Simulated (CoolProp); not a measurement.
The numbers come from the reference Helmholtz-energy equation of state, de Reuck 1993 in CoolProp.

Task: For methanol, give the phase and the speed of sound (m/s), viscosity (µPa s), fugacity coefficient at 189.45 °C and 60.5 bar; 343.65 °C and 15 bar; 61.05 °C and 1.75 bar.

Result: 
- 189.45 °C and 60.5 bar: liquid; speed of sound 564, viscosity 98.8, fugacity coefficient 0.439
- 343.65 °C and 15 bar: gas; speed of sound 414, viscosity 20.3, fugacity coefficient 0.970
- 61.05 °C and 1.75 bar: liquid; speed of sound 988, viscosity 340, fugacity coefficient 0.488

Viscosity comes from a separate model (Xiang 2006).
